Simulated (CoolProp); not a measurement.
Vapour-liquid equilibrium of ethane (1) + n-pentane (2) at 8.75 °C; x and y are mole fractions of (1).

Computed with CoolProp (multi-fluid Helmholtz-energy mixture model, Bücker 2006 and Thol 2019; pair parameters Kunz 2012).

```
x     bubble pressure, mixture model (MPa)  bubble pressure, Raoult's law (MPa)  y, mixture model  y, Raoult's law
----  ------------------------------------  -----------------------------------  ----------------  ---------------
0.05                                0.1590                               0.1807             0.775            0.811
0.2                                 0.5375                               0.6152             0.935            0.953
0.35                                0.9256                                1.050             0.964            0.978
0.5                                  1.322                                1.484             0.976            0.988
0.65                                 1.733                                1.919             0.984            0.993
0.8                                  2.176                                2.353             0.990            0.997
0.95                                 2.705                                2.788             0.997            0.999
```

The largest gap from Raoult's law is -12.6 % in bubble pressure, at x = 0.2. No azeotrope shows between x = 0.05 and 0.95.

The pair parameters rest on a limited set of measurements; away from them the model extrapolates.
